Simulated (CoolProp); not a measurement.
Vapour-liquid equilibrium of n-octane (1) + n-dodecane (2) at 341.5 K; x and y are mole fractions of (1).

Computed with CoolProp (multi-fluid Helmholtz-energy mixture model, Beckmüller 2019 and Lemmon 2004; pair parameters Bell 2016).

```
x     bubble pressure (MPa)  y at the bubble point  dew pressure at overall composition x (MPa)  liquid density (mol/L)
----  ---------------------  ---------------------  -------------------------------------------  ----------------------
0.05               0.001031                  0.651                                          ___                   4.251
0.2                0.003053                  0.901                                    0.0004697                   4.446
0.35               0.005172                  0.952                                    0.0005736                   4.656
0.5                0.007370                  0.975                                    0.0007364                     ___
0.65               0.009618                    ___                                     0.001028                     ___
0.8                 0.01188                  0.994                                          ___                   5.403
0.95                0.01412                  0.999                                     0.005005                   5.697
```

Complete the blanks.


- 0.05, dew pressure at overall composition x (MPa): 0.0003977
- 0.5, liquid density (mol/L): 4.885
- 0.65, y at the bubble point: 0.987
- 0.65, liquid density (mol/L): 5.133
- 0.8, dew pressure at overall composition x (MPa): 0.001705

No azeotrope shows between x = 0.05 and 0.95.

The pair parameters rest on a limited set of measurements; away from them the model extrapolates.
